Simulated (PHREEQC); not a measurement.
0.43 g of hydrous ferric oxide (600 m²/g; 0.2 weak and 0.005 strong sites per Fe, Dzombak-Morel constants, diffuse double layer) in 1 kg of water with 0.05 mol/kgw of an inert sodium salt and 1.5 mmol/kgw NiCl2 and 0.17 mmol/kgw CuCl2, at 25 °C; the pH is set by adding NaOH or the inert anion's acid. Oxygen alone is held at its pressure in air (log pO2 = -0.68). No CO2 enters from the air. No solid was allowed to form.

Base run: PHREEQC, ion-association model, wateq4f.dat. Each further column changes one thing. The table gives Cu sorbed (%).

```json
[
 {"pH": "4", "base": "3.5", "no electrostatic term (-no_edl)": "4.2", "background salt from 0.05 to 0.005 mol/kgw": "3.6", "oxide from 0.43 to 2.1 g/kgw": "15.3", "0.00024 mol/kgw CaCl2 added": "3.5"},
 {"pH": "5.33", "base": "64.7", "no electrostatic term (-no_edl)": "81.1", "background salt from 0.05 to 0.005 mol/kgw": "61.4", "oxide from 0.43 to 2.1 g/kgw": "93.7", "0.00024 mol/kgw CaCl2 added": "64.7"},
 {"pH": "6", "base": "94.5", "no electrostatic term (-no_edl)": "98.6", "background salt from 0.05 to 0.005 mol/kgw": "93.3", "oxide from 0.43 to 2.1 g/kgw": "99.2", "0.00024 mol/kgw CaCl2 added": "94.5"},
 {"pH": "6.67", "base": "98.9", "no electrostatic term (-no_edl)": "99.8", "background salt from 0.05 to 0.005 mol/kgw": "98.6", "oxide from 0.43 to 2.1 g/kgw": "99.9", "0.00024 mol/kgw CaCl2 added": "98.9"},
 {"pH": "8", "base": "83.3", "no electrostatic term (-no_edl)": "94.2", "background salt from 0.05 to 0.005 mol/kgw": "74.8", "oxide from 0.43 to 2.1 g/kgw": "99.8", "0.00024 mol/kgw CaCl2 added": "83.4"},
 {"pH": "9.33", "base": "2.4", "no electrostatic term (-no_edl)": "7.0", "background salt from 0.05 to 0.005 mol/kgw": "1.6", "oxide from 0.43 to 2.1 g/kgw": "99.6", "0.00024 mol/kgw CaCl2 added": "2.4"},
 {"pH": "10", "base": "0.5", "no electrostatic term (-no_edl)": "1.7", "background salt from 0.05 to 0.005 mol/kgw": "0.4", "oxide from 0.43 to 2.1 g/kgw": "99.3", "0.00024 mol/kgw CaCl2 added": "0.5"},
 {"pH": "10.67", "base": "0.5", "no electrostatic term (-no_edl)": "1.2", "background salt from 0.05 to 0.005 mol/kgw": "0.5", "oxide from 0.43 to 2.1 g/kgw": "98.3", "0.00024 mol/kgw CaCl2 added": "0.5"},
 {"pH": "12", "base": "2.6", "no electrostatic term (-no_edl)": "0.0", "background salt from 0.05 to 0.005 mol/kgw": "2.7", "oxide from 0.43 to 2.1 g/kgw": "65.7", "0.00024 mol/kgw CaCl2 added": "1.0"}
]
```

In at least one series the solution becomes supersaturated in solids that the run did not let form, among them Cu(OH)2, Atacamite, Ni(OH)2. The database's constant for dissolved Cu(OH)2 is higher than later reviews accept.
